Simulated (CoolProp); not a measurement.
A single-stage vapour-compression cycle with CH3F (R41): evaporating at 244.15 K (dew point), condensing at 268.15 K (bubble point), superheat 2 K, subcooling 5 K, compressor efficiency 0.65, no pressure losses. Each further row changes one setting.

Computed with CoolProp (reference Helmholtz-energy equation of state, Lemmon 2006). It is a short technical equation, of lower accuracy than the large ones.

```
case                              cooling COP  pressure ratio  discharge temperature (K)  refrigerating effect (kJ/kg)  volumetric capacity (kJ/m³)
--------------------------------  -----------  --------------  -------------------------  ----------------------------  ---------------------------
as stated                                5.82            2.09                      306.9                           364                         6060
evaporating temperature 249.15 K         7.67            1.77                      297.7                           364                         7180
condensing temperature 263.15 K          7.57            1.81                      294.3                           376                         6260
subcooling 10 K                          6.02            2.09                      306.9                           376                         6260
superheat 12 K                           5.66            2.09                      320.6                           379                         5900
compressor efficiency 0.55               4.93            2.09                      314.6                           364                         6060
```
